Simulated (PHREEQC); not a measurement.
# Brine

Solution (25 °C): 1.16 mol/kgw NaCl and 0.036 mol/kgw NaHCO3. Closed to the air; pH follows from the charge balance.

Model: Pitzer model, pitzer.dat, run in PHREEQC.

This is a speciation only: nothing precipitates in the calculation.

Question: Predict the pH, osmotic coefficient.

Answer: pH 7.72; osmotic coefficient 0.941.

Question: In which forms is C present?

Answer: HCO3- 96 %, CO2 1.8 %, CO3-2 1.8 % of the C.

Complexes and solids missing from the database can't appear. In brines, pH and single-ion activities rest on the MacInnes convention.
